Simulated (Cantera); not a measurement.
Feed: 1 mol Si3N4, 0.013 mol O2, a varied amount of H2, 0.0012 mol H2O, at 1973.15 K and 220 Pa.

Method: chemical equilibrium by Gibbs-energy minimisation in Cantera with the NASA 1993 tables (ideal gas, pure condensed phases). Candidate condensed phases: H2O, Si, SiO2, Si2N2O, Si3N4; 35 gas species. The tables' values for SiN are old estimates; treat these amounts as uncertain. Gases not in the tables: Si2H6 and higher silanes. Rates play no part.

Problem. At 21 mol H2, list the 6 most abundant gas species with their mole fractions, and the condensed phases.

Solution. H2 0.872, N2 0.0843, H 0.0269, Si 0.0144, SiO 0.00115, SiH 0.000455. Condensed: Si(l).
